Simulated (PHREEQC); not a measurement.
PHREEQC input (ion-association model, wateq4f.dat):

```
SOLUTION_MASTER_SPECIES
  An  An-  0  An  62.0  # stands for a non-complexing anion
SOLUTION_SPECIES
  An- = An-
    -log_k 0
    -gamma 3.0 0
PHASES
  Fix_H+
    H+ = H+
    -log_k 0
SOLUTION 1
  temp 25
  units mmol/kgw
  pH 7 charge
  Cl 0.0478
  Mn(2) 0.0019
  Sr 0.022
  B 0.034
  Na 100
  An 100
END
SELECTED_OUTPUT 1
  -reset false
  -pH true
  -pe true
  -ionic_strength true
  -water true
  -totals B Cl Mn Na Sr Mn(2) Mn(3) Mn(6) Mn(7)
  -molalities Hfo_wOH Hfo_wOH2+ Hfo_wO- Hfo_sOH Hfo_sOH2+ Hfo_sO- Hfo_wH2BO3 Hfo_sOMn+ Hfo_wOMn+ Hfo_sOHSr+2
    Hfo_wOSr+ Hfo_wOSrOH
  -saturation_indices Pyrochroite Halite
USER_PUNCH 1
  -headings sigma psi
  10 PUNCH EDL("sigma", "Hfo"), EDL("psi", "Hfo")
PRINT
  -reset false
USE solution 1
SURFACE 1
  Hfo_wOH 3.14607e-05 600 0.014
  Hfo_sOH 7.86517e-07
EQUILIBRIUM_PHASES 1
  Fix_H+ -4 HAn 10
    -force_equality true
END
# ... the last block is repeated for the other 12 points of pH, with NaOH or the acid as the point needs
```

Selected output (columns that matter, 13 of 13 rows; pH added in front):

```
pH	mu	B	Mn	Na	Sr	m_Hfo_wOH	m_Hfo_wOH2+	m_Hfo_wO-	m_Hfo_sOH	m_Hfo_sOH2+	si_Pyrochroite	si_Halite	sigma	psi
4	0.10021	3.3999e-05	1.9e-06	0.1	2.2e-05	4.1958e-06	2.725e-05	1.48e-08	1.049e-07	6.8125e-07	-13.322	-7.1259	0.32068	0.14656
4.5	0.10012	3.3999e-05	1.9e-06	0.1	2.2e-05	8.1861e-06	2.3207e-05	6.6149e-08	2.0466e-07	5.8019e-07	-12.322	-7.1259	0.27248	0.13827
5	0.10009	3.3998e-05	1.8999e-06	0.1	2.2e-05	1.2825e-05	1.8429e-05	2.0446e-07	3.2061e-07	4.6071e-07	-11.322	-7.1259	0.21459	0.12615
5.5	0.10008	3.3998e-05	1.8994e-06	0.1	2.2e-05	1.7023e-05	1.396e-05	4.7554e-07	4.2528e-07	3.4875e-07	-10.322	-7.1259	0.15878	0.11099
6	0.10008	3.3997e-05	1.8959e-06	0.1	2.2e-05	2.0196e-05	1.036e-05	9.0194e-07	5.0219e-07	2.576e-07	-9.3227	-7.1259	0.1114	0.093461
6.5	0.10007	3.3997e-05	1.8707e-06	0.1	2.1998e-05	2.2266e-05	7.7188e-06	1.4715e-06	5.3558e-07	1.8566e-07	-8.3285	-7.1259	0.073862	0.073951
7	0.10007	3.3997e-05	1.7311e-06	0.1	2.1993e-05	2.3451e-05	5.8431e-06	2.1562e-06	4.6047e-07	1.1473e-07	-7.3622	-7.1258	0.045278	0.052857
7.5	0.10007	3.3997e-05	1.3863e-06	0.1	2.1981e-05	2.4e-05	4.4551e-06	2.9618e-06	2.2524e-07	4.1811e-08	-6.4588	-7.1258	0.023638	0.030841
8	0.10007	3.3997e-05	9.9743e-07	0.10001	2.1968e-05	2.3965e-05	3.4094e-06	3.8589e-06	5.8879e-08	8.3765e-09	-5.6022	-7.1258	0.0058736	0.0080983
8.5	0.10008	3.3997e-05	4.54e-07	0.10001	2.1923e-05	2.324e-05	2.4916e-06	4.9659e-06	1.8035e-08	1.9335e-09	-4.9453	-7.1258	-0.010397	-0.014211
9	0.1001	3.3998e-05	1.0488e-07	0.10003	2.1666e-05	2.1963e-05	1.7219e-06	6.4179e-06	9.6143e-09	7.5375e-10	-4.5855	-7.1257	-0.027959	-0.035748
9.5	0.10014	3.3999e-05	2.266e-08	0.10008	2.0612e-05	1.9336e-05	9.9053e-07	8.647e-06	5.2485e-09	2.6886e-10	-4.2629	-7.1256	-0.047064	-0.054394
10	0.10023	3.4e-05	7.0834e-09	0.10018	1.8054e-05	1.3951e-05	3.6898e-07	1.2083e-05	2.9036e-09	7.6796e-11	-3.8039	-7.1252	-0.063355	-0.066989
```
